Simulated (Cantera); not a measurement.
Charge: 1 mol SiHCl3, 0.069 mol Cl2, 9.1 mol H2, equilibrated at 1325 °C and 0.140 bar.

Cantera equilibrium calculation (NASA polynomials, part measured and part estimated; ideal gas, pure solids and liquids). Candidate condensed phases: Si; 19 gas species. The tables' values for SiCl3, SiCl are old estimates; treat these amounts as uncertain. Kinetics and transport are ignored.

### Question
What is the equilibrium state?

### Answer
```
Item           Result
----------  ---------
x(H2)           0.800
x(HCl)          0.126
x(SiCl2)       0.0678
x(SiCl3)      0.00491
x(SiCl4)     0.000880
x(SiHCl3)    0.000805
x(H)         0.000127
x(SiH2Cl2)   0.000123
x(Cl)         1.58e-5
n(Si(s))    0.171 mol
gas amount  11.12 mol
```
